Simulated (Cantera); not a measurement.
## Equilibrium for iron carbonyl, mercury and lead vapours: PbO + N2

Feed: 1 mol PbO, 97 mol N2, equilibrated at 900 Torr.

Equilibrium computed with Cantera from the NASA thermochemical tables; the gas is ideal and each condensed phase is pure. Candidate condensed phases: Pb, PbO, PbO2, Pb3O4; 12 gas species. Gases not in the tables: (PbO)n polymers. The numbers say what is thermodynamically allowed, not how fast it happens.

| T (K) | x N2 | x PbO | x Pb | x O2 | x NO | n PbO(yellow) | n PbO(l) |
|---|---|---|---|---|---|---|---|
| 950 | 1.00 | 4.40e-8 | 9.61e-9 | 3.53e-9 | 2.56e-9 | 1.000 | 0 |
| 1050 | 1.000 | 1.23e-6 | 2.34e-7 | 9.70e-8 | 4.04e-8 | 1.000 | 0 |
| 1150 | 1.000 | 1.90e-5 | 3.28e-6 | 1.44e-6 | 3.88e-7 | 0.998 | 0 |
| 1250 | 1.000 | 0.000152 | 2.63e-5 | 1.19e-5 | 2.40e-6 | 0 | 0.983 |
| 1350 | 0.999 | 0.000865 | 0.000151 | 7.01e-5 | 1.11e-5 | 0 | 0.901 |
| 1450 | 0.995 | 0.00380 | 0.000678 | 0.000318 | 4.16e-5 | 0 | 0.564 |
| 1550 | 0.989 | 0.00839 | 0.00181 | 0.000848 | 0.000110 | 0 | 0 |
x: gas mole fraction; n: condensed amount in mol.

From 950 K to 1150 K the condensed part is PbO(yellow). From 1250 K to 1450 K the condensed part is PbO(l). At 1550 K nothing is condensed.
